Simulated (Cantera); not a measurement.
A closed system holds: 1 mol S, 0.18 mol H₂, held at 2973.15 K and 31.0 Pa.

Equilibrium computed with Cantera from the NASA thermochemical tables; the gas is ideal and each condensed phase is pure. Candidate condensed phases: S; 7 gas species. Kinetics and transport are ignored.

Base state: S 0.732, H 0.263, S₂ 0.00304, H₂ 0.00102, SH 0.000533 (mole fractions); condensed: gas only.

**Question.** What changes in the equilibrium state with this change: H₂ from 0.18 to 0.057 mol?

**Answer.** 
```
species    before     after
-------  --------  --------
S           0.732     0.893
H           0.263     0.102
S₂        0.00304   0.00452
H₂        0.00102  0.000154
SH       0.000533  0.000253
```

**Question.** What changes in the equilibrium state with this change: H₂ from 0.18 to 0.072 mol?

**Answer.** 
```csv
species,before,after
S,0.732,0.869
H,0.263,0.126
S₂,0.00304,0.00429
H₂,0.00102,0.000232
SH,0.000533,0.000302
```
